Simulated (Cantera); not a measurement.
Mixture: 8.12 % CH4, 0.812 % H2, 19.2 % O2, 71.9 % N2, at 18800 Torr, adiabatic and at constant pressure. Ignition delay is the time to a rise of 400 K.

Detailed kinetics in Cantera: GRI-Mech 3.0 (53 species, 325 reactions). The pressure lies above the range GRI-Mech 3.0 was tuned for (to about 10 atm).

Q: Predict: delay at 1048 K; delay at 1098 K; delay at 1148 K; delay at 1198 K; delay at 1248 K; delay at 1298 K; delay at 1348 K; apparent activation energy between 1248 and 1348 K.

A: 
- delay at 1048 K = 4.53 ms
- delay at 1098 K = 2.08 ms
- delay at 1148 K = 1.08 ms
- delay at 1198 K = 0.615 ms
- delay at 1248 K = 0.377 ms
- delay at 1298 K = 0.242 ms
- delay at 1348 K = 0.160 ms
- apparent activation energy between 1248 and 1348 K = 120 kJ/mol
